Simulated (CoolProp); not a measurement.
Vapour pressure (kPa) of fluoroethane (R161): the reference equation beside estimates from Tc = 102.1 °C, pc = 5010 kPa, ω = 0.216. Clausius-Clapeyron is anchored at 51.25 °C with a constant enthalpy of vaporisation of 13.83 kJ/mol.

Computed with CoolProp (reference Helmholtz-energy equation of state, Wu 2012).

| T (°C) | reference | Lee-Kesler | Clausius-Clapeyron | van der Waals | Redlich-Kwong | Soave-Redlich-Kwong | Peng-Robinson |
|---|---|---|---|---|---|---|---|
| 17.75 | 754.5 | 758.5 | 987.6 | 1658 | 980.8 | 760.6 | 752.2 |
| 23.35 | 883.5 | 888.3 | 1100 | 1813 | 1127 | 892.0 | 881.5 |
| 28.95 | 1028 | 1034 | 1221 | 1977 | 1288 | 1040 | 1027 |
| 34.55 | 1190 | 1196 | 1349 | 2151 | 1465 | 1204 | 1189 |
| 40.15 | 1369 | 1376 | 1486 | 2333 | 1657 | 1388 | 1370 |
| 45.75 | 1568 | 1575 | 1632 | 2525 | 1865 | 1591 | 1571 |
| 51.25 | 1783 | 1790 | 1783 | 2723 | 2087 | 1810 | 1788 |
| 56.85 | 2023 | 2031 | 1945 | 2934 | 2330 | 2056 | 2032 |
| 62.45 | 2286 | 2295 | 2115 | 3155 | 2591 | 2325 | 2300 |
| 68.05 | 2575 | 2585 | 2294 | 3386 | 2871 | 2619 | 2592 |
| 73.65 | 2890 | 2901 | 2482 | 3627 | 3170 | 2938 | 2912 |
| 79.25 | 3234 | 3246 | 2679 | 3878 | 3489 | 3285 | 3260 |
| 84.85 | 3609 | 3622 | 2884 | 4139 | 3829 | 3660 | 3638 |
| 90.45 | 4020 | 4033 | 3098 | 4411 | 4190 | 4065 | 4048 |
| 96.05 | 4470 | 4481 | 3321 | 4693 | 4572 | 4502 | 4492 |

Absolute difference from the reference over all 15 rows, mean and median: Lee-Kesler 0.4 and 0.4 %, Clausius-Clapeyron 14.8 and 14.1 %, van der Waals 51.4 and 45.0 %, Redlich-Kwong 15.5 and 15.2 %, Soave-Redlich-Kwong 1.3 and 1.4 %, Peng-Robinson 0.4 and 0.4 %.
